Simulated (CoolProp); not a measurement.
Computed with CoolProp (reference Helmholtz-energy equation of state, Thol 2017).

Problem. For octamethyltrisiloxane (MDM), give the phase and the cp (kJ/(kg K)), fugacity coefficient at 205.95 °C and 0.101 MPa; 247.05 °C and 0.101 MPa.

Solution. 
- 205.95 °C and 0.101 MPa: gas; cp 1.90, fugacity coefficient 0.956
- 247.05 °C and 0.101 MPa: gas; cp 1.99, fugacity coefficient 0.968
